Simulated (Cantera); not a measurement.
A closed system holds: 1 mol CH₃SiCl₃, a varied amount of H₂, 0.019 mol C₂H₂, held at 1377 °C and 1.33 mbar.

Cantera equilibrium calculation (NASA polynomials, part measured and part estimated; ideal gas, pure solids and liquids). Candidate condensed phases: C, C₆H₆, C₇H₈, C₈H₁₈, Si, SiC; 109 gas species. The feed counts by its element totals alone. Kinetics and transport are ignored.

Q: Which condensed phases are stable at each of these points (n(H₂) (mol)): 8.4, 14, 25, 42, 73, 120, 210, 370, 630, 1100?

A: 
```tsv
n(H₂) (mol)	condensed phases	Si condensed (%)
8.4	C(graphite) + SiC(s)	95.5
14	C(graphite) + SiC(s)	97.3
25	C(graphite) + SiC(s)	98.4
42	C(graphite) + SiC(s)	99.0
73	C(graphite) + SiC(s)	99.4
120	C(graphite) + SiC(s)	99.6
210	C(graphite) + SiC(s)	99.7
370	C(graphite) + SiC(s)	99.8
630	SiC(s)	99.7
1100	SiC(s)	99.5
```

From 8.4 mol H₂ to 370 mol H₂ the condensed part is C(graphite) + SiC(s). From 630 mol H₂ to 1100 mol H₂ the condensed part is SiC(s).
